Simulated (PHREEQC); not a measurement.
## Brackish or sea water

Synthetic water in mg/kgw, 40 °C, pH 6.16, pe 8.4:

```
constituent         mg/kgw
------------------  ------
Na                   13100
K                     8.57
Ca                    1110
Mg                     455
Cl                   20000
S(6) as SO4           4370
Alkalinity as HCO3    74.1
F                      2.8
```

Valence states are taken as typed.

All values are PHREEQC results (ion-association model, phreeqc.dat), not measurements.

No solid was allowed to form.

Q: Predict the ionic strength, specific conductance, density.

A: ionic strength 0.690 mol/kgw; specific conductance 70000 µS/cm; density 1.020 g/cm³.

Q: In which forms is Mg present?

A: Mg+2 75 %, MgSO4 25 % of the Mg.

At this temperature some constants are extrapolated from 25 °C, and those without enthalpy data are left unchanged.
